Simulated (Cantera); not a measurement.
Input: 1 mol Si, 1 mol F₂, 5.9 mol N₂, at 327 °C and 0.100 bar.

Equilibrium computed with Cantera from the NASA thermochemical tables; the gas is ideal and each condensed phase is pure. Candidate condensed phases: Si, Si₃N₄; 16 gas species. N₂ is the only nitrogen source here; it is nearly inert below about 1500 K, so the nitride shown seldom forms there in practice. Equilibrium is a limit: real reactors are often held back by kinetics, nucleation or transport.

**Question.** What is the equilibrium state?

**Answer.** 
| Quantity | Value |
|---|---|
| x(N₂) | 0.918 |
| x(SiF₄) | 0.0824 |
| n(Si₃N₄(s)) | 0.167 mol |
| gas amount | 6.067 mol |
| log10 activity of Si(s) (absent) | -15.18 |
